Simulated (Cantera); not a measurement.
Input (Python, Cantera) and output of one run.

```python
import numpy as np
import cantera as ct

gas_names = """
    N
""".split()
cond_names = """
    BN(s) B(b) B(L)
""".split()


# ... load() reads the species with a 1 bar reference pressure and builds the phases ...
species = {s.name: s for s in load("nasa_gas.yaml", gas_names) + load("nasa_condensed.yaml", cond_names)}
# Each term lists the table entries of one substance; the one whose range holds T is used.
reactions = {
    'BN = N(g) + B':
        [(-1, ['BN(s)']), (1, ['N']), (1, ['B(b)', 'B(L)'])],
}


def pick(names, T):
    return next(species[n] for n in names if species[n].thermo.min_temp <= T <= species[n].thermo.max_temp)


results = []
for label, terms in reactions.items():
    print(label)
    print("     T/K   dH/kJ  dS/(J/K)   dG/kJ   log10 K")
    for T in [300, 1500, 1700, 1900, 2100, 2300, 2500, 2700]:
        used = [(nu, pick(names, T)) for nu, names in terms]
        dH = sum(nu * s.thermo.h(T) for nu, s in used) / 1e6
        dS = sum(nu * s.thermo.s(T) for nu, s in used) / 1e3
        dG = dH - T * dS / 1e3
        logK = -dG * 1e6 / (ct.gas_constant * T * np.log(10))
        results.append((label, T, dH, dS, dG, logK, [s.name for _, s in used]))
        print(f"{T:8g} {dH:8.1f} {dS:8.1f} {dG:8.1f} {logK:8.2f}")
```

Output:

```
BN = N(g) + B
     T/K   dH/kJ  dS/(J/K)   dG/kJ   log10 K
     300    723.6    144.4    680.3  -118.45
    1500    728.1    153.3    498.2   -17.35
    1700    728.1    153.3    467.5   -14.37
    1900    728.2    153.3    436.9   -12.01
    2100    728.3    153.4    406.2   -10.10
    2300    728.5    153.5    375.5    -8.53
    2500    779.3    175.1    341.6    -7.14
    2700    779.9    175.3    306.6    -5.93
```

Standard-state values (1 bar) from the NASA 1993 polynomials, evaluated with Cantera. Condensed species are held in their standard states even where they would react or evaporate.
